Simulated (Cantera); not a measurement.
Input: 1 mol Si3N4, 0.2 mol H2O, 2.5 mol H2, held at 923 K and 270 Torr.

Cantera equilibrium calculation (NASA polynomials, part measured and part estimated; ideal gas, pure solids and liquids). Candidate condensed phases: H2O, Si, SiO2, Si2N2O, Si3N4; 35 gas species. Rates play no part.

Base state: H2 0.976, N2 0.0241, NH3 5.44e-5 (mole fractions); condensed: Si2N2O(s) + Si3N4(s).

Task: What changes in the equilibrium state with this change: temperature from 923 K to 2050 K?

Result: 
```json
[
 {"species": "H2", "before": "0.976", "after": "0.549"},
 {"species": "N2", "before": "0.0241", "after": "0.407"},
 {"species": "SiO", "before": "<1e-9", "after": "0.0407"},
 {"species": "H", "before": "<1e-9", "after": "0.00280"},
 {"species": "Si", "before": "<1e-9", "after": "0.000215"},
 {"species": "SiH2", "before": "<1e-9", "after": "7.69e-5"},
 {"species": "SiH", "before": "<1e-9", "after": "5.77e-5"},
 {"species": "Si2N", "before": "<1e-9", "after": "2.39e-5"},
 {"species": "Si2N2O(s), mol", "before": "0.200", "after": "0"},
 {"species": "Si3N4(s), mol", "before": "0.867", "after": "0"},
 {"species": "Si(l), mol", "before": "0", "after": "2.80"}
]
```
The tables' values for SiN are old estimates; treat these amounts as uncertain. Gases not in the tables: Si2H6 and higher silanes.
